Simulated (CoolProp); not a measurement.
Model: reference Helmholtz-energy equation of state, Smukala 2000, in CoolProp.

### Question
Give the vapour pressure (kPa), liquid density (kg/m³), vapour density (kg/m³), enthalpy of vaporisation (kJ/kg) of saturated ethylene at -123.85, -90.05, -56.25 °C.

### Answer
| T (°C) | p (kPa) | liquid density (kg/m³) | vapour density (kg/m³) | enthalpy of vaporisation (kJ/kg) |
|---|---|---|---|---|
| -123.85 | 25.9 | 596 | 0.593 | 510 |
| -90.05 | 213 | 548 | 4.15 | 462 |
| -56.25 | 861 | 492 | 15.7 | 398 |
